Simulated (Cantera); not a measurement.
Charge: 1 mol MgSO₄, 0.12 mol H₂O, held at 800 °C and 900 Torr.

Cantera equilibrium calculation (NASA polynomials, part measured and part estimated; ideal gas, pure solids and liquids). Candidate condensed phases: H₂O, H₂SO₄, Mg, MgO, Mg(OH)₂, MgS, MgSO₄, S; 26 gas species. Mutual solubility and eutectic melting of coexisting phases are not modelled. Kinetics and transport are ignored.

### Question
What is the equilibrium state?

### Answer
- x(H₂O) = 0.998
- x(SO₂) = 0.00161
- x(O₂) = 0.000807
- x(SO₃) = 4.09e-5
- n(MgO(s)) = 0.000199 mol
- n(MgSO₄(s)) = 1.000 mol
- gas amount = 0.1203 mol
- log10 activity of S(l) (absent) = -14.03
- log10 activity of Mg(l) (absent) = -22.09
